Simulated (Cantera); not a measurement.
An adiabatic, constant-volume homogeneous reactor starts with 22.8 % H₂, 13.4 % O₂, 50.4 % N₂, 13.4 % H₂O, equivalence ratio 0.85, at 1325 K and 270 Torr.

Computed with Cantera and the H2/O2 subset of GRI-Mech 3.0, which has no nitrogen chemistry.

One state of this run: T (K) = 2659; P (bar) = 0.662; x H₂ = 0.0305; x O₂ = 0.0293; x H₂O = 0.345; x OH = 0.0291; x HO₂ = 8.05e-6; x H₂O₂ = 4.67e-7. x: mole fraction; the columns are a selection and need not sum to one.

Task: Which value of t (s) does it belong to?
A) 2.29e-5
B) 6.58e-5
C) 0.105
D) 0.000188

Result: C, 0.105
